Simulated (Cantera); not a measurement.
Charge: 1 mol Al, 0.018 mol CO₂, 2.6 mol N₂, equilibrated at 1.10 bar.

Method: chemical equilibrium by Gibbs-energy minimisation in Cantera with the NASA 1993 tables (ideal gas, pure condensed phases). Candidate condensed phases: Al, AlN, Al₂O₃, C; 32 gas species. Mutual solubility and eutectic melting of coexisting phases are not modelled. Equilibrium is a limit: real reactors are often held back by kinetics, nucleation or transport.

x: gas mole fraction; n: condensed amount in mol.

| T (K) | x N₂ | x CO | x CO₂ | x Al | x C₂N₂ | n AlN(s) | n Al₂O₃(s) | n C(graphite) |
|---|---|---|---|---|---|---|---|---|
| 825 | 1.00 | ? | <1e-12 | <1e-12 | <1e-12 | 0.976 | 0.0120 | 0.0180 |
| 925 | 1.00 | ? | <1e-12 | <1e-12 | <1e-12 | 0.976 | 0.0120 | 0.0180 |
| 1025 | 1.000 | ? | 2.44e-12 | <1e-12 | <1e-12 | 0.976 | 0.0120 | 0.0180 |
| 1125 | 1.000 | ? | 5.27e-11 | <1e-12 | <1e-12 | 0.976 | 0.0120 | 0.0179 |
| 1225 | 1.000 | ? | 6.85e-10 | <1e-12 | 1.25e-11 | 0.976 | 0.0118 | 0.0175 |
| 1325 | 0.999 | ? | 6.00e-9 | <1e-12 | 1.26e-10 | 0.978 | 0.0112 | 0.0155 |
| 1425 | 0.995 | ? | 3.84e-8 | 3.65e-12 | 9.21e-10 | 0.983 | 0.00839 | 0.00716 |
| 1525 | 0.992 | 0.00847 | 9.00e-8 | 1.24e-10 | 1.14e-9 | 0.988 | 0.00600 | 0 |
| 1625 | 0.992 | 0.00847 | 1.22e-7 | 2.72e-9 | 5.72e-10 | 0.988 | 0.00600 | 0 |

Question: Complete the blanks.

Answer: 
- 825, x CO: 3.30e-9
- 925, x CO: 1.32e-7
- 1025, x CO: 2.54e-6
- 1125, x CO: 2.86e-5
- 1225, x CO: 0.000216
- 1325, x CO: 0.00119
- 1425, x CO: 0.00512
